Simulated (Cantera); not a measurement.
Input: 1 mol SiC, 0.47 mol O2, 330 mol H2, held at 0.00350 bar.

Cantera equilibrium calculation (NASA polynomials, part measured and part estimated; ideal gas, pure solids and liquids). Candidate condensed phases: C, C6H6, C7H8, C8H18, H2O, Si, SiC, SiO2; 123 gas species. Mutual solubility and eutectic melting of coexisting phases are not modelled. The tables hold silica as quartz up to 1696 K and as liquid above; real silica turns to tridymite and cristobalite and melts near 1996 K. Kinetics and transport are ignored.

Problem. Which condensed phases are stable at each of these points (T (K)): 1023, 1123, 1223, 1323, 1423, 1523, 1623, 1723?

Solution. 
```tsv
T (K)	condensed phases	Si condensed (%)
1023	C(graphite) + SiC(s) + SiO2(β-quartz)	100.0
1123	SiC(s) + SiO2(β-quartz)	100.0
1223	SiC(s) + SiO2(β-quartz)	98.7
1323	SiC(s) + SiO2(β-quartz)	58.6
1423	SiC(s)	53.0
1523	SiC(s)	53.0
1623	SiC(s)	52.8
1723	SiC(s)	51.7
```

At 1023 K the condensed part is C(graphite) + SiC(s) + SiO2(β-quartz). From 1123 K to 1323 K the condensed part is SiC(s) + SiO2(β-quartz). From 1423 K to 1723 K the condensed part is SiC(s).
